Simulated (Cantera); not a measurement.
Roasting and sulfation: FeS₂ + SO₂ + CO₂

A closed system holds: 1 mol FeS₂, a varied amount of SO₂, 1.4 mol CO₂, held at 1473 K and 1000 Pa.

These are equilibrium values from Cantera (NASA tables, ideal gas, pure condensed phases), not measurements of a reactor. Candidate condensed phases: C, Fe, Fe(CO)₅, FeO, FeS, FeSO₄, FeS₂, Fe₂O₃, Fe₂(SO₄)₃, Fe₃O₄, S; 25 gas species. Metal and sulfide melt together well below either melting point, which pure phases cannot show. Mutual solubility and eutectic melting of coexisting phases are not modelled. The tables' stoichiometric FeO is somewhat more stable than real wüstite, so its field is too wide. FeO, FeS: taken at fixed stoichiometry. Rates play no part.

```tsv
n(SO₂) (mol)	x CO₂	x SO₂	x CO	x S₂	n FeS(l)	n FeO(s)
0.1	0.430	0.158	0.228	0.175	1.000	0
0.14	0.428	0.171	0.219	0.173	1.000	0
0.19	0.422	0.183	0.209	0.176	0.982	0.0179
0.25	0.413	0.194	0.200	0.183	0.946	0.0542
0.34	0.398	0.210	0.188	0.193	0.891	0.109
0.45	0.382	0.228	0.176	0.204	0.824	0.176
0.61	0.360	0.251	0.160	0.217	0.727	0.273
```
x: gas mole fraction; n: condensed amount in mol.

From 0.1 mol SO₂ to 0.14 mol SO₂ the condensed part is FeS(l). From 0.19 mol SO₂ to 0.61 mol SO₂ the condensed part is FeO(s) + FeS(l). The main Fe-bearing gas is Fe throughout.
